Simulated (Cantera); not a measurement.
Input (Python, Cantera) and output of one run.

```python
import numpy as np
import cantera as ct

gas_names = """
    C CN CO CO2 C2 CCN CNC C2N2 C2O C3 C3O2 C4 C4N2 C5 N NCO NO NO2 NO3 N2 N2O O O2 O3 Pb PbO Pb2
""".split()
cond_names = """
    C(gr) Pb(cr) Pb(L) PbO(rd) PbO(yw) PbO(L) PbO2(s) Pb3O4(s)
""".split()


def load(file, names, dense=False):
    # The tables refer to 1 bar. Condensed volumes are neglected.
    table = {s.name: s for s in ct.Species.list_from_file(file)}
    out = []
    for n in names:
        d = dict(table[n].input_data)
        d["thermo"] = dict(d["thermo"], **{"reference-pressure": 1e5})
        if dense:
            d["equation-of-state"] = {"model": "constant-volume", "density": "1e6 g/cm^3"}
        out.append(ct.Species.from_dict(d))
    return out


gas = ct.Solution(thermo="ideal-gas", species=load("nasa_gas.yaml", gas_names))
cond = {s.name: ct.Solution(thermo="fixed-stoichiometry", species=[s], name=s.name)
        for s in load("nasa_condensed.yaml", cond_names, dense=True)}
atoms = {
    'Pb': {'Pb': 1},
    'CO': {'C': 1, 'O': 1},
    'N2': {'N': 2},
}
top_T = {'C(gr)': 4500, 'Pb3O4(s)': 820}  # K; cautious upper limits of use, not melting points


def equilibrate(T, P, feed):
    n = {}
    for name, mol in feed.items():
        for a, k in atoms[name].items():
            n[a] = n.get(a, 0.0) + k * mol
    gas.TPX = T, P, n
    mass = sum(n.values()) * gas.mean_molecular_weight
    gas.equilibrate("TP")
    valid = [c for c in cond.values() if c.min_temp <= T <= top_T.get(c.name, c.max_temp)]
    mix = ct.Mixture([(gas, mass / gas.mean_molecular_weight)] + [(c, 0.0) for c in valid])
    mix.T, mix.P = T, P
    mix.equilibrate("TP", solver="vcs", rtol=1e-11, max_steps=5000)
    return mix


results = []
feed = {'Pb': 1, 'CO': 3.3, 'N2': 2.3}  # mol
P = 1333.22  # Pa
for T in [750, 850, 950, 1050, 1150, 1250, 1350, 1450, 1550]:
    mix = equilibrate(T, P, feed)
    results.append((T, P, feed, dict(zip(mix.species_names, mix.species_moles))))
    x = sorted(zip(gas.X, gas.species_names), reverse=True)
    print(f"T = {T:g} K  P = {P:g} Pa  gas = {mix.phase_moles(0):.4g} mol")
    print("   x: " + "  ".join(f"{s} {v:.3e}" for v, s in x if v > 0.001))
    print("   condensed (mol): " + ("  ".join(f"{mix.phase(i).name} {mix.phase_moles(i):.4g}"
          for i in range(1, mix.n_phases) if mix.phase_moles(i) > 1e-12) or "none"))
```

Output:

```
T = 750 K  P = 1333.22 Pa  gas = 4.375 mol
   x: N2 5.257e-01  CO2 2.800e-01  CO 1.943e-01
   condensed (mol): C(gr) 1.225  Pb(L) 1
T = 850 K  P = 1333.22 Pa  gas = 5.237 mol
   x: CO 4.914e-01  N2 4.392e-01  CO2 6.936e-02
   condensed (mol): C(gr) 0.3632  Pb(L) 0.9999
T = 950 K  P = 1333.22 Pa  gas = 5.561 mol
   x: CO 5.785e-01  N2 4.136e-01  CO2 7.467e-03
   condensed (mol): C(gr) 0.04152  Pb(L) 0.9979
T = 1050 K  P = 1333.22 Pa  gas = 5.614 mol
   x: CO 5.858e-01  N2 4.097e-01  Pb 3.490e-03
   condensed (mol): C(gr) 0.005492  Pb(L) 0.9804
T = 1150 K  P = 1333.22 Pa  gas = 5.723 mol
   x: CO 5.762e-01  N2 4.019e-01  Pb 2.173e-02
   condensed (mol): C(gr) 0.0009995  Pb(L) 0.8756
T = 1250 K  P = 1333.22 Pa  gas = 6.224 mol
   x: CO 5.301e-01  N2 3.695e-01  Pb 1.003e-01
   condensed (mol): C(gr) 0.0002244  Pb(L) 0.3756
T = 1350 K  P = 1333.22 Pa  gas = 6.6 mol
   x: CO 5.000e-01  N2 3.485e-01  Pb 1.515e-01
   condensed (mol): C(gr) 6.414e-05
T = 1450 K  P = 1333.22 Pa  gas = 6.6 mol
   x: CO 5.000e-01  N2 3.485e-01  Pb 1.515e-01
   condensed (mol): C(gr) 2.307e-05
T = 1550 K  P = 1333.22 Pa  gas = 6.6 mol
   x: CO 5.000e-01  N2 3.485e-01  Pb 1.515e-01
   condensed (mol): C(gr) 9.489e-06
```

Cantera equilibrium calculation (NASA polynomials, part measured and part estimated; ideal gas, pure solids and liquids).
